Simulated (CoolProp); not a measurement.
Vapour-liquid equilibrium of m-xylene (1) + n-decane (2) at 1290 kPa; x and y are mole fractions of (1).

Values from CoolProp's multi-fluid Helmholtz-energy mixture model, Zhou 2012 and Lemmon 2006; pair parameters Bell 2016.

```json
[
 {"x": "0.05", "bubble temperature (K)": "580.0", "y at the bubble point": "0.067", "dew temperature at overall composition x (K)": "580.7", "liquid density (mol/L)": "3.111"},
 {"x": "0.15", "bubble temperature (K)": "575.2", "y at the bubble point": "0.197", "dew temperature at overall composition x (K)": "577.0", "liquid density (mol/L)": "3.309"},
 {"x": "0.25", "bubble temperature (K)": "570.6", "y at the bubble point": "0.320", "dew temperature at overall composition x (K)": "573.2", "liquid density (mol/L)": "3.516"},
 {"x": "0.35", "bubble temperature (K)": "566.2", "y at the bubble point": "0.434", "dew temperature at overall composition x (K)": "569.4", "liquid density (mol/L)": "3.736"},
 {"x": "0.45", "bubble temperature (K)": "561.9", "y at the bubble point": "0.541", "dew temperature at overall composition x (K)": "565.5", "liquid density (mol/L)": "3.971"},
 {"x": "0.55", "bubble temperature (K)": "557.7", "y at the bubble point": "0.641", "dew temperature at overall composition x (K)": "561.5", "liquid density (mol/L)": "4.222"},
 {"x": "0.65", "bubble temperature (K)": "553.7", "y at the bubble point": "0.733", "dew temperature at overall composition x (K)": "557.3", "liquid density (mol/L)": "4.492"},
 {"x": "0.75", "bubble temperature (K)": "549.9", "y at the bubble point": "0.818", "dew temperature at overall composition x (K)": "553.0", "liquid density (mol/L)": "4.783"},
 {"x": "0.85", "bubble temperature (K)": "546.1", "y at the bubble point": "0.896", "dew temperature at overall composition x (K)": "548.3", "liquid density (mol/L)": "5.100"},
 {"x": "0.95", "bubble temperature (K)": "542.5", "y at the bubble point": "0.967", "dew temperature at overall composition x (K)": "543.3", "liquid density (mol/L)": "5.445"}
]
```

No azeotrope shows between x = 0.05 and 0.95.

Pair parameters are fitted to limited data, so mixtures are less certain than the pure fluids.
